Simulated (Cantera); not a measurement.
An adiabatic, constant-pressure homogeneous reactor starts with CO : H₂ : CH₄ : O₂ : N₂ = 1 : 0.14 : 0.06 : 1.08 : 4.05 (molar parts), equivalence ratio 0.64, at 1650 K and 33000 Pa. Integrator tolerance rtol = 1e-08.

Cantera simulation using GRI-Mech 3.0 (53 species, 325 reactions); the numbers are that mechanism's predictions, not measurements.

Q: What does this change do: pressure from 33000 Pa to 100000 Pa?

A: 
```tsv
quantity	before	after
time of steepest temperature rise	72.4 µs	24.5 µs
temperature at 3.00 s	2612 K	2685 K
equilibrium temperature	2612 K	2685 K
x(CO) at 3.00 s	0.0516 (gas-phase equilibrium 0.0516)	0.0451 (gas-phase equilibrium 0.0451)
x(H₂) at 3.00 s	0.00213 (gas-phase equilibrium 0.00213)	0.00178 (gas-phase equilibrium 0.00178)
x(CH₄) at 3.00 s	<1e-12 (gas-phase equilibrium <1e-12)	<1e-12 (gas-phase equilibrium <1e-12)
x(C₂H₆) at 3.00 s	<1e-12 (gas-phase equilibrium <1e-12)	<1e-12 (gas-phase equilibrium <1e-12)
x(C₂H) at 3.00 s	<1e-12 (gas-phase equilibrium <1e-12)	<1e-12 (gas-phase equilibrium <1e-12)
x(CH₂O) at 3.00 s	1.46e-11 (gas-phase equilibrium 1.46e-11)	3.23e-11 (gas-phase equilibrium 3.23e-11)
```

Q: What does this change do: constant volume in place of constant pressure?

A: 
```tsv
quantity	before	after
time of steepest temperature rise	72.4 µs	72.2 µs
temperature at 3.00 s	2612 K	2711 K
equilibrium temperature	2612 K	2711 K
x(CO) at 3.00 s	0.0516 (gas-phase equilibrium 0.0516)	0.0601 (gas-phase equilibrium 0.0601)
x(H₂) at 3.00 s	0.00213 (gas-phase equilibrium 0.00213)	0.00244 (gas-phase equilibrium 0.00244)
x(CH₄) at 3.00 s	<1e-12 (gas-phase equilibrium <1e-12)	<1e-12 (gas-phase equilibrium <1e-12)
x(C₂H₆) at 3.00 s	<1e-12 (gas-phase equilibrium <1e-12)	<1e-12 (gas-phase equilibrium <1e-12)
x(C₂H) at 3.00 s	<1e-12 (gas-phase equilibrium <1e-12)	<1e-12 (gas-phase equilibrium <1e-12)
x(CH₂O) at 3.00 s	1.46e-11 (gas-phase equilibrium 1.46e-11)	3.05e-11 (gas-phase equilibrium 3.05e-11)
```
